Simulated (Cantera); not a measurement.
Source: NASA polynomial tables (part measured, part estimated), evaluated in Cantera. Values are per mole of reaction as written; species without (g) are pure solids or liquids, kept so even where they would boil at 1 bar.

C6H6(g) + 6 O(g) → 6 C + 6 OH(g), with ΔH° = -1341.8 kJ and ΔS° = -98.6 J/K at 300 K.

Task: How far is the shortcut ΔG° ≈ ΔH°(300 K) − T·ΔS°(300 K) from the full temperature-dependent value at 1825, 1875, 1925, 1975, 2025 K?

Result: 
```csv
T (K),shortcut (kJ),full (kJ),difference (kJ),difference in log10 K
1825,-1161.9,-1152.2,-9.6,0.28
1875,-1157.0,-1146.3,-10.6,0.30
1925,-1152.0,-1140.4,-11.7,0.32
1975,-1147.1,-1134.4,-12.7,0.34
2025,-1142.2,-1128.4,-13.8,0.36
```
The shortcut ignores the heat-capacity change of the reaction.
